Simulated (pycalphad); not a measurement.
Computed with pycalphad from the COST 507 light-alloy database (1999), at 1 atm. The data set is of 1999 and partly superseded. Amounts are mole fractions of atoms. Diffusion is slow at the low end, where real alloys seldom reach equilibrium.

**Question.** Give the equilibrium state of Si-0.32Ti (at.%) at 880 K.

**Answer.** diamond (Si), fraction 0.990, with <0.01 Ti at.%; SI2TI, fraction 0.010, with 33.3 Ti at.%.

**Question.** Give the equilibrium state of Si-0.32Ti (at.%) at 1640 K.

**Answer.** diamond (Si), fraction 0.979, with <0.01 Ti at.%; liquid, fraction 0.021, with 15.4 Ti at.%.

Database names, with the compositions (at.%) that they take in these runs: SI2TI: Si 67 Ti 33.
